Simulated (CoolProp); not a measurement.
Vapour-liquid equilibrium of acetone (1) + n-nonane (2) at 356.6 K; x and y are mole fractions of (1).

Values from CoolProp's multi-fluid Helmholtz-energy mixture model, Lemmon 2006 and Lemmon 2006; pair parameters Bell 2016.

Problem. Give the bubble pressure and the first vapour's composition at x = 0.275, 0.8, 0.95. Is there an azeotrope?

Solution. x = 0.275: 0.1398 MPa, y = 0.929; x = 0.8: 0.2044 MPa, y = 0.969; x = 0.95: 0.2282 MPa, y = 0.990. No azeotrope shows between x = 0.05 and 0.95.

Pair parameters are fitted to limited data, so mixtures are less certain than the pure fluids. With so large a gap from Raoult's law the liquid may split in two, which this calculation doesn't test in full.
